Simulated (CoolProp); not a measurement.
Vapour-liquid equilibrium of n-heptane (1) + ethylbenzene (2) at 71.65 °C; x and y are mole fractions of (1).

Values from CoolProp's multi-fluid Helmholtz-energy mixture model, Span 2003 and Zhou 2012; pair parameters Bell 2016.

| x | bubble pressure, mixture model (MPa) | bubble pressure, Raoult's law (MPa) | y, mixture model | y, Raoult's law |
|---|---|---|---|---|
| 0.05 | 0.01446 | 0.01363 | 0.203 | 0.158 |
| 0.15 | 0.01866 | 0.01671 | 0.442 | 0.385 |
| 0.25 | 0.02232 | 0.01980 | 0.580 | 0.542 |
| 0.35 | 0.02557 | 0.02289 | 0.674 | 0.657 |
| 0.45 | 0.02853 | 0.02597 | 0.745 | 0.744 |
| 0.55 | 0.03129 | 0.02906 | 0.802 | 0.813 |
| 0.65 | 0.03393 | 0.03214 | 0.852 | 0.868 |
| 0.75 | 0.03651 | 0.03523 | 0.897 | 0.914 |
| 0.85 | 0.03906 | 0.03831 | 0.939 | 0.953 |
| 0.95 | 0.04164 | 0.04140 | 0.980 | 0.985 |

The largest gap from Raoult's law is +12.7 % in bubble pressure, at x = 0.25. No azeotrope shows between x = 0.05 and 0.95.

Pair parameters are fitted to limited data, so mixtures are less certain than the pure fluids.
